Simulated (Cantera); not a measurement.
Standard-state values (1 bar) from the NASA 1993 polynomials, evaluated with Cantera. Values are per mole of reaction as written; species without (g) are pure solids or liquids, kept so even where they would boil at 1 bar. TiC: taken at fixed stoichiometry.

TiCl4 + CCl4(g) = TiC + 8 Cl(g)

| T (K) | ΔH° (kJ) | ΔS° (J/K) | ΔG° (kJ) | log10 K |
|---|---|---|---|---|
| 300 | 1686.2 | 783.1 | 1451.3 | -252.69 |
| 373 | 1684.8 | 779.0 | 1394.3 | -195.25 |
| 398 | 1684.4 | 777.8 | 1374.8 | -180.43 |
| 423 | [?] | [?] | [?] | [?] |
| 448 | 1683.6 | 775.8 | 1336.0 | -155.77 |
| 473 | [?] | [?] | [?] | [?] |
| 498 | 1682.7 | 774.0 | 1297.2 | -136.06 |
| 523 | 1682.3 | 773.2 | 1277.9 | -127.63 |

**Question.** What belongs in the gaps?

**Answer.** 
- 423, ΔH° (kJ): 1684.0
- 423, ΔS° (J/K): 776.8
- 423, ΔG° (kJ): 1355.4
- 423, log10 K: -167.37
- 473, ΔH° (kJ): 1683.1
- 473, ΔS° (J/K): 774.9
- 473, ΔG° (kJ): 1316.6
- 473, log10 K: -145.40
